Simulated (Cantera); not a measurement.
A freely propagating, adiabatic, planar premixed flame of H2 : O2 : N2 = 1 : 0.833 : 2.17 (molar parts), unburnt at 600 K and 2.30 bar; mixture-averaged transport, grid criteria slope 0.08 and curve 0.16, no radiation.

Model: the H2/O2 subset of GRI-Mech 3.0, which has no nitrogen chemistry, integrated in Cantera. The hydrogen kinetics of GRI-Mech 3.0 are dated; newer H2 mechanisms differ, most at raised pressure. Burning velocities carry a grid error of a few per cent, more on coarse grids. Lean hydrogen flames are cellular in practice and burn faster than this planar one.

### Question
What does this change do: inlet temperature 600 to 575 K?

### Answer
```tsv
quantity	before	after
laminar burning velocity	617 cm/s	560 cm/s
thermal thickness	0.133 mm	0.131 mm
peak x(O)	0.0162	0.0155
peak x(OH)	0.0208	0.0202
peak x(HO2)	0.000671	0.000694
peak x(H)	0.0244	0.0232
```
